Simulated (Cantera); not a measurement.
# Fe2O3 + SO3 + CO2 (roasting and sulfation)

Input: 1 mol Fe2O3, 1.2 mol SO3, 3.1 mol CO2, at 10000 Pa.

These are equilibrium values from Cantera (NASA tables, ideal gas, pure condensed phases), not measurements of a reactor. Candidate condensed phases: C, Fe, Fe(CO)5, FeO, FeS, FeSO4, FeS2, Fe2O3, Fe2(SO4)3, Fe3O4, S; 25 gas species. The numbers say what is thermodynamically allowed, not how fast it happens.

From 898 K to 1498 K the condensed part is Fe2O3(s). From 1573 K to 1648 K the condensed part is Fe3O4(s).

```
T (K)  log p CO2  log p SO2  log p O2  log p SO3  log p CO  log p O  log p SO  log p FeO  n Fe2O3(s)  n Fe3O4(s)
-----  ---------  ---------  --------  ---------  --------  -------  --------  ---------  ----------  ----------
898        -1.18      -1.80     -2.10      -2.01    -12.02   -12.35      <-13       <-13        1.00           0
973        -1.19      -1.70     -2.00      -2.30    -10.81   -11.17    -12.85       <-13        1.00           0
1048       -1.19      -1.65     -1.95      -2.60     -9.76   -10.18    -11.67       <-13        1.00           0
1123       -1.20      -1.63     -1.93      -2.90     -8.83    -9.32    -10.65       <-13        1.00           0
1198       -1.20      -1.62     -1.92      -3.17     -8.01    -8.58     -9.77       <-13        1.00           0
1273       -1.20      -1.62     -1.92      -3.41     -7.29    -7.93     -8.99       <-13        1.00           0
1348       -1.20      -1.61     -1.92      -3.62     -6.65    -7.35     -8.30       <-13        1.00           0
1423       -1.20      -1.61     -1.91      -3.82     -6.08    -6.83     -7.68     -11.84        1.00           0
1498       -1.20      -1.61     -1.91      -3.99     -5.57    -6.36     -7.12     -10.68        1.00           0
1573       -1.21      -1.63     -1.82      -4.12     -5.16    -5.89     -6.68      -9.68           0       0.667
1648       -1.21      -1.63     -1.82      -4.26     -4.74    -5.51     -6.23      -8.79           0       0.667
```
log p: log10 of the partial pressure in bar; n: condensed amount in mol.
